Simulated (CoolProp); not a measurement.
Vapour-liquid equilibrium of propane (1) + R134a (2) at 313.1 K; x and y are mole fractions of (1).

Model: multi-fluid Helmholtz-energy mixture model, Lemmon 2009 and Tillner-Roth 1994; pair parameters Bell 2016, in CoolProp.

Problem. Give the bubble pressure and the first vapour's composition at x = 0.2, 0.275, 0.95. Is there an azeotrope?

Solution. x = 0.2: 14.78 bar, y = 0.369; x = 0.275: 15.66 bar, y = 0.430; x = 0.95: 14.74 bar, y = 0.903. y crosses x between x = 0.575 and 0.65: the model has an azeotrope there.

The pair parameters rest on a limited set of measurements; away from them the model extrapolates.
